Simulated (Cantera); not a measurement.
A perfectly stirred reactor is fed with NO : N2 = 1 : 4.9 (molar parts), at 113 Torr; it is held at 1748 K, and followed from long to short residence time.

Computed with Cantera and GRI-Mech 3.0 (53 species, 325 reactions).

x: mole fraction; the columns are a selection and need not sum to one.

| τ (s) | x NO | x N2O | x O2 | x N2 | x O |
|---|---|---|---|---|---|
| 16 | 0.149 | 8.46e-6 | 0.0103 | 0.841 | ___ |
| 4.1 | 0.164 | 1.03e-5 | 0.00283 | 0.833 | ___ |
| 1.1 | 0.168 | 1.08e-5 | 0.000748 | 0.831 | ___ |
| 0.27 | 0.169 | 1.05e-5 | 0.000170 | 0.831 | ___ |
| 0.070 | 0.169 | 8.92e-6 | 3.32e-5 | 0.831 | ___ |
| 0.018 | 0.169 | 5.60e-6 | 3.25e-6 | 0.831 | ___ |
| 0.0046 | 0.169 | 2.27e-6 | 1.24e-7 | 0.831 | ___ |
| 0.0012 | 0.169 | 6.95e-7 | 6.83e-9 | 0.831 | ___ |
| 0.00030 | 0.169 | 1.82e-7 | 4.78e-10 | 0.831 | ___ |

Question: Some entries are withheld; supply them.

Answer: 
- 16, x O: 2.13e-5
- 4.1, x O: 1.35e-5
- 1.1, x O: 1.02e-5
- 0.27, x O: 8.71e-6
- 0.070, x O: 7.33e-6
- 0.018, x O: 4.44e-6
- 0.0046, x O: 1.57e-6
- 0.0012, x O: 5.32e-7
- 0.00030, x O: 1.64e-7
